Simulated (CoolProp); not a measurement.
Saturation properties of acetone (Tc = 508.1 K, pc = 4.692 MPa, ω = 0.307).

Values from CoolProp's reference Helmholtz-energy equation of state, Lemmon 2006. It is a short technical equation, of lower accuracy than the large ones.

| T (K) | p (MPa) | liquid density (kg/m³) | vapour density (kg/m³) | surface tension (mN/m) |
|---|---|---|---|---|
| 298.1 | 0.03066 | 784.7 | 0.7372 | 22.7 |
| 304.9 | 0.04080 | 777.0 | 0.9637 | 21.9 |
| 311.8 | 0.05371 | 769.2 | 1.248 | 21.0 |
| 318.6 | 0.06947 | 761.4 | 1.589 | 20.2 |
| 325.4 | 0.08874 | 753.5 | 2.001 | 19.3 |
| 332.2 | 0.1121 | 745.4 | 2.494 | 18.5 |
| 339.1 | 0.1404 | 737.1 | 3.088 | 17.7 |
| 345.9 | 0.1736 | 728.8 | 3.778 | 16.8 |
| 352.7 | 0.2127 | 720.4 | 4.584 | 16.0 |

It boils at 329.2 K under 1 atm.

Surface tension comes from a separate correlation (Mulero 2012).
